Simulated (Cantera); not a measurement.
An adiabatic, constant-pressure homogeneous reactor starts with H2 : O2 : N2 = 1 : 0.833 : 6.92 (molar parts), equivalence ratio 0.60, at 1323 K and 3450 Torr. Integrator tolerance rtol = 1e-08.

Model: the H2/O2 subset of GRI-Mech 3.0, which has no nitrogen chemistry, integrated in Cantera. The hydrogen kinetics of GRI-Mech 3.0 are dated; newer H2 mechanisms differ, most at raised pressure.

Problem. What does this change do: initial temperature 1323 to 1025 K?

Solution. 
| quantity | before | after |
|---|---|---|
| time of steepest temperature rise | 11.7 µs | 9.75 ms |
| temperature at 6.00 s | 2127 K | 1856 K |
| equilibrium temperature | 2127 K | 1856 K |
| x(H2) at 6.00 s | 0.000201 (gas-phase equilibrium 0.000201) | 2.54e-5 (gas-phase equilibrium 2.54e-5) |
| x(O2) at 6.00 s | 0.0399 (gas-phase equilibrium 0.0399) | 0.0402 (gas-phase equilibrium 0.0402) |
| x(H) at 6.00 s | 2.45e-5 (gas-phase equilibrium 2.45e-5) | 1.34e-6 (gas-phase equilibrium 1.34e-6) |
| x(H2O) at 6.00 s | 0.120 (gas-phase equilibrium 0.120) | 0.121 (gas-phase equilibrium 0.121) |
| x(H2O2) at 6.00 s | 1.42e-7 (gas-phase equilibrium 1.42e-7) | 5.79e-8 (gas-phase equilibrium 5.79e-8) |
| x(OH) at 6.00 s | 0.00182 (gas-phase equilibrium 0.00182) | 0.000478 (gas-phase equilibrium 0.000478) |
